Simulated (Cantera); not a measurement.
Input (Python, Cantera) and output of one run.

```python
import numpy as np
import cantera as ct

gas_names = """
    F F2 H HF H2 H2F2 H3F3 H4F4 H5F5 H6F6 H7F7 N NF NF2 NF3 NH NH2 NH3 N2 N2H2 N2H4
""".split()
cond_names = """

""".split()


def load(file, names, dense=False):
    # The tables refer to 1 bar. Condensed volumes are neglected.
    table = {s.name: s for s in ct.Species.list_from_file(file)}
    out = []
    for n in names:
        d = dict(table[n].input_data)
        d["thermo"] = dict(d["thermo"], **{"reference-pressure": 1e5})
        if dense:
            d["equation-of-state"] = {"model": "constant-volume", "density": "1e6 g/cm^3"}
        out.append(ct.Species.from_dict(d))
    return out


gas = ct.Solution(thermo="ideal-gas", species=load("nasa_gas.yaml", gas_names))
cond = {s.name: ct.Solution(thermo="fixed-stoichiometry", species=[s], name=s.name)
        for s in load("nasa_condensed.yaml", cond_names, dense=True)}
atoms = {
    'NF3': {'N': 1, 'F': 3},
    'H2': {'H': 2},
}
top_T = {}  # K; cautious upper limits of use, not melting points


def equilibrate(T, P, feed):
    n = {}
    for name, mol in feed.items():
        for a, k in atoms[name].items():
            n[a] = n.get(a, 0.0) + k * mol
    gas.TPX = T, P, n
    mass = sum(n.values()) * gas.mean_molecular_weight
    gas.equilibrate("TP")
    valid = [c for c in cond.values() if c.min_temp <= T <= top_T.get(c.name, c.max_temp)]
    mix = ct.Mixture([(gas, mass / gas.mean_molecular_weight)] + [(c, 0.0) for c in valid])
    mix.T, mix.P = T, P
    mix.equilibrate("TP", solver="vcs", rtol=1e-11, max_steps=5000)
    return mix


results = []
T = 1775  # K
P = 400  # Pa
for m in [0.19, 0.34, 0.61, 1.1, 2, 3.7, 6.6]:
    feed = {'NF3': 1, 'H2': m}  # mol
    mix = equilibrate(T, P, feed)
    results.append((T, P, feed, dict(zip(mix.species_names, mix.species_moles))))
    x = sorted(zip(gas.X, gas.species_names), reverse=True)
    print(f"T = {T:g} K  P = {P:g} Pa  n(H2) = {m:g} mol  gas = {mix.phase_moles(0):.4g} mol")
    print("   x: " + "  ".join(f"{s} {v:.3e}" for v, s in x if v > 1e-06))
    print("   condensed (mol): " + ("  ".join(f"{mix.phase(i).name} {mix.phase_moles(i):.4g}"
          for i in range(1, mix.n_phases) if mix.phase_moles(i) > 1e-12) or "none"))
```

Output:

```
T = 1775 K  P = 400 Pa  n(H2) = 0.19 mol  gas = 3.5 mol
   x: F 7.485e-01  N2 1.429e-01  HF 1.086e-01  F2 3.765e-05
   condensed (mol): none
T = 1775 K  P = 400 Pa  n(H2) = 0.34 mol  gas = 3.5 mol
   x: F 6.628e-01  HF 1.943e-01  N2 1.429e-01  F2 2.952e-05
   condensed (mol): none
T = 1775 K  P = 400 Pa  n(H2) = 0.61 mol  gas = 3.5 mol
   x: F 5.085e-01  HF 3.486e-01  N2 1.429e-01  F2 1.738e-05
   condensed (mol): none
T = 1775 K  P = 400 Pa  n(H2) = 1.1 mol  gas = 3.5 mol
   x: HF 6.286e-01  F 2.286e-01  N2 1.429e-01  F2 3.510e-06
   condensed (mol): none
T = 1775 K  P = 400 Pa  n(H2) = 2 mol  gas = 4.003 mol
   x: HF 7.494e-01  N2 1.249e-01  H2 1.241e-01  H 1.612e-03  F 1.430e-06
   condensed (mol): none
T = 1775 K  P = 400 Pa  n(H2) = 3.7 mol  gas = 5.708 mol
   x: HF 5.256e-01  H2 3.840e-01  N2 8.759e-02  H 2.836e-03
   condensed (mol): none
T = 1775 K  P = 400 Pa  n(H2) = 6.6 mol  gas = 8.615 mol
   x: H2 5.902e-01  HF 3.482e-01  N2 5.804e-02  H 3.516e-03
   condensed (mol): none
```

These are equilibrium values from Cantera (NASA tables, ideal gas, pure condensed phases), not measurements of a reactor.
